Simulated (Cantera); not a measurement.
An isothermal, constant-pressure homogeneous reactor starts with 63.7 % H₂, 23.6 % O₂, 12.7 % N₂, equivalence ratio 1.4, at 1223 K and 0.326 atm.

Model: the H2/O2 subset of GRI-Mech 3.0, which has no nitrogen chemistry, integrated in Cantera. The temperature is held fixed by assumption; the heat of reaction is taken as removed at once.

One state of this run: x H₂ = 0.216; x O₂ = 3.48e-12; x OH = 9.72e-8; x O = 1.71e-12; x H₂O = 0.617; x HO₂ = <1e-12. x: mole fraction; the columns are a selection and need not sum to one.

Problem. Which value of t (s) does it belong to?
(A) 0.625
(B) 0.00194
(C) 1.98
(D) 0.000610

Solution. C, 1.98
